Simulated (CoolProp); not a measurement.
Properties of toluene along the isotherm 338.5 K.

Values from CoolProp's reference Helmholtz-energy equation of state, Lemmon 2006. It is a short technical equation, of lower accuracy than the large ones.

```
p (MPa)   phase  density (kg/m³)  isothermal compressibility (1/MPa)  expansivity (1/kK)  conductivity (mW/(m K))
-------  ------  ---------------  ----------------------------------  ------------------  -----------------------
5.16     liquid            829.1                            0.001166               1.122                      121
10.3     liquid            834.0                            0.001097               1.081                      123
15.5     liquid            838.6                            0.001036               1.043                      125
20.6     liquid            842.9                           0.0009832               1.011                      127
25.8     liquid            847.1                           0.0009352              0.9805                      129
30.9     liquid            851.1                           0.0008931              0.9536                      131
36.1     liquid            855.0                           0.0008542              0.9284                      132
41.3     liquid            858.7                           0.0008190              0.9053                      134
```

Thermal conductivity comes from a separate model (Assael 2012).
